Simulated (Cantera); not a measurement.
A freely propagating, adiabatic, planar premixed flame of 31.1 % CO, 2.36 % H₂, 13.9 % O₂, 52.6 % N₂, equivalence ratio 1.2, unburnt at 450 K and 0.390 bar; multicomponent+Soret transport, grid criteria slope 0.08 and curve 0.16, no radiation.

Cantera simulation using GRI-Mech 3.0 (53 species, 325 reactions); the numbers are that mechanism's predictions, not measurements. Burning velocities carry a grid error of a few per cent, more on coarse grids.

x: mole fraction of selected species; z is measured from the peak of heat release.

| z (mm) | T (K) | u (m/s) | x CO | x H₂ | x O₂ | x N₂O | x H₂O₂ | x H₂O |
|---|---|---|---|---|---|---|---|---|
| -7.43 | 450 | 1.05 | 0.311 | 0.0236 | 0.139 | <1e-8 | <1e-8 | <1e-8 |
| -4.95 | 450 | 1.05 | 0.311 | 0.0236 | 0.139 | <1e-8 | <1e-8 | <1e-8 |
| -3.71 | 450 | 1.05 | 0.311 | 0.0236 | 0.139 | <1e-8 | <1e-8 | 2.15e-8 |
| -2.48 | 450 | 1.05 | 0.311 | 0.0234 | 0.139 | <1e-8 | 1.42e-8 | 3.96e-7 |
| -1.24 | 453 | 1.06 | 0.312 | 0.0214 | 0.140 | <1e-8 | 3.29e-6 | 5.60e-5 |
| -0.619 | … | 1.41 | 0.305 | 0.0170 | 0.135 | <1e-8 | 2.80e-5 | 0.00250 |
| 0 | … | 2.45 | 0.261 | 0.00786 | 0.106 | 1.88e-8 | 7.98e-7 | 0.0119 |
| 0.619 | … | 3.12 | 0.197 | 0.00225 | 0.0638 | 7.03e-8 | 2.65e-7 | 0.0137 |
| 1.24 | … | 3.43 | 0.163 | 0.00215 | 0.0462 | 7.50e-8 | 1.57e-7 | 0.0105 |
| 2.48 | … | 3.74 | 0.148 | 0.00249 | 0.0394 | 7.24e-8 | 9.54e-8 | 0.0115 |
| 4.95 | 1896 | 4.04 | 0.141 | 0.00251 | 0.0360 | 7.66e-8 | 5.24e-8 | 0.0150 |
| 9.90 | 2048 | 4.32 | 0.131 | 0.00228 | 0.0314 | 8.19e-8 | 2.84e-8 | 0.0178 |
| 19.8 | 2183 | 4.56 | 0.119 | 0.00196 | 0.0259 | 8.81e-8 | 1.67e-8 | 0.0199 |

**Question.** Fill in the missing entries.

**Answer.** 
- -0.619, T (K): 606
- 0, T (K): 1075
- 0.619, T (K): 1402
- 1.24, T (K): 1571
- 2.48, T (K): 1736
